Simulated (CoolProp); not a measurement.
Vapour-liquid equilibrium of R13 (1) + isobutane (2) at 237.7 K; x and y are mole fractions of (1).

Values from CoolProp's multi-fluid Helmholtz-energy mixture model, Platzer 1990 and Bücker 2006; pair parameters Bell 2016. This equation is an older, rougher fit; its heat capacities, sound speeds and derivatives of the liquid may be far off and weren't checked against measurements.

```csv
x,bubble pressure (kPa),y at the bubble point,dew pressure at overall composition x (kPa),liquid density (mol/L)
0.05,93.47,0.623,37.88,10.76
0.2,235.3,0.862,44.89,11.06
0.35,341.5,0.914,55.05,11.37
0.5,425.8,0.939,71.11,11.67
0.65,501.0,0.957,100.3,11.98
0.8,578.5,0.974,169.3,12.29
0.95,669.0,0.993,469.9,12.59
```

No azeotrope shows between x = 0.05 and 0.95.

Pair parameters are fitted to limited data, so mixtures are less certain than the pure fluids.
